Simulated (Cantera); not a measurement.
What does this Cantera script print?

```python
import numpy as np
import cantera as ct

gas_names = """
    NO2 NO O2
""".split()
cond_names = """
    Ti3O5(a) Ti3O5(b) Ti3O5(L) Ti4O7(s) Ti4O7(L)
""".split()


def load(file, names, dense=False):
    # The tables refer to 1 bar. Condensed volumes are neglected.
    table = {s.name: s for s in ct.Species.list_from_file(file)}
    out = []
    for n in names:
        d = dict(table[n].input_data)
        d["thermo"] = dict(d["thermo"], **{"reference-pressure": 1e5})
        if dense:
            d["equation-of-state"] = {"model": "constant-volume", "density": "1e6 g/cm^3"}
        out.append(ct.Species.from_dict(d))
    return out


species = {s.name: s for s in load("nasa_gas.yaml", gas_names) + load("nasa_condensed.yaml", cond_names)}
# Each term lists the table entries of one substance; the one whose range holds T is used.
reactions = {
    'NO2(g) + 4 Ti3O5 = 3 Ti4O7 + NO(g)':
        [(-1, ['NO2']), (-4, ['Ti3O5(a)', 'Ti3O5(b)', 'Ti3O5(L)']), (3, ['Ti4O7(s)', 'Ti4O7(L)']), (1, ['NO'])],
    '8 Ti3O5 + O2(g) = 6 Ti4O7':
        [(-8, ['Ti3O5(a)', 'Ti3O5(b)', 'Ti3O5(L)']), (-1, ['O2']), (6, ['Ti4O7(s)', 'Ti4O7(L)'])],
}


def pick(names, T):
    return next(species[n] for n in names if species[n].thermo.min_temp <= T <= species[n].thermo.max_temp)


results = []
for label, terms in reactions.items():
    print(label)
    print("     T/K   dH/kJ  dS/(J/K)   dG/kJ   log10 K")
    for T in [300, 475, 550, 625, 700, 775, 850]:
        used = [(nu, pick(names, T)) for nu, names in terms]
        dH = sum(nu * s.thermo.h(T) for nu, s in used) / 1e6
        dS = sum(nu * s.thermo.s(T) for nu, s in used) / 1e3
        dG = dH - T * dS / 1e3
        logK = -dG * 1e6 / (ct.gas_constant * T * np.log(10))
        results.append((label, T, dH, dS, dG, logK, [s.name for _, s in used]))
        print(f"{T:8g} {dH:8.1f} {dS:8.1f} {dG:8.1f} {logK:8.2f}")
```

It prints:

```
NO2(g) + 4 Ti3O5 = 3 Ti4O7 + NO(g)
     T/K   dH/kJ  dS/(J/K)   dG/kJ   log10 K
     300   -319.9     49.4   -334.7    58.28
     475   -375.1    -74.2   -339.8    37.37
     550   -372.8    -69.9   -334.4    31.76
     625   -369.8    -64.7   -329.4    27.53
     700   -366.4    -59.6   -324.7    24.23
     775   -363.1    -55.0   -320.4    21.60
     850   -359.9    -51.1   -316.4    19.45
8 Ti3O5 + O2(g) = 6 Ti4O7
     T/K   dH/kJ  dS/(J/K)   dG/kJ   log10 K
     300   -753.9    -47.5   -739.7   128.78
     475   -866.0   -299.4   -723.8    79.59
     550   -861.9   -291.5   -701.6    66.63
     625   -856.0   -281.4   -680.1    56.84
     700   -849.3   -271.3   -659.4    49.20
     775   -842.5   -262.0   -639.4    43.09
     850   -836.0   -254.0   -620.1    38.10
```

Source: NASA polynomial tables (part measured, part estimated), evaluated in Cantera. Condensed species are held in their standard states even where they would react or evaporate.
